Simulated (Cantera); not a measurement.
A perfectly stirred reactor is fed with H2 : O2 : N2 = 1 : 0.333 : 1.25 (molar parts), equivalence ratio 1.5, at 8.20 bar; it is adiabatic with a 325 K inlet, and is followed from long to short residence time, starting on the burning branch (τ in s: 0.31, 0.1, 0.035, 0.012, 0.004, 0.0014, 0.00046, 0.00015, 5.2e-05, 1.7e-05, 5.9e-06).

Model: the H2/O2 subset of GRI-Mech 3.0, which has no nitrogen chemistry, integrated in Cantera. The hydrogen kinetics of GRI-Mech 3.0 are dated; newer H2 mechanisms differ, most at raised pressure.

Question: Predict: blow-out, bracketed by the residence times tried; x(H2) at τ = 0.310 s; x(O2) at τ = 0.310 s; x(H2O2) at τ = 0.310 s; x(H) at τ = 0.310 s; x(HO2) at τ = 0.310 s; x(H2) at τ = 1.40 ms; x(O2) at τ = 1.40 ms; x(H2O2) at τ = 1.40 ms; x(H) at τ = 1.40 ms; x(HO2) at τ = 1.40 ms.

Answer: 
- blow-out, bracketed by the residence times tried = burning at 5.90 µs, the shortest tried
- x(H2) at τ = 0.310 s = 0.148
- x(O2) at τ = 0.310 s = 4.10e-6
- x(H2O2) at τ = 0.310 s = 5.09e-9
- x(H) at τ = 0.310 s = 0.00121
- x(HO2) at τ = 0.310 s = 4.68e-9
- x(H2) at τ = 1.40 ms = 0.147
- x(O2) at τ = 1.40 ms = 0.000191
- x(H2O2) at τ = 1.40 ms = 8.14e-8
- x(H) at τ = 1.40 ms = 0.00381
- x(HO2) at τ = 1.40 ms = 3.08e-7
